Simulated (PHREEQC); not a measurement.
Solution (20 °C): 10 mmol/kgw NaHCO3, 0.14 mmol/kgw Na2SO4 and 47 mmol/kgw NaCl. Closed to the air; pH follows from the charge balance.

Equilibrium calculation in PHREEQC: Pitzer model, pitzer.dat.

No solid was allowed to form.

What pH does the model give?

pH 8.17.

In which forms is C present?

HCO3- 97 %, CO2 1.4 %, CO3-2 1.4 % of the C.
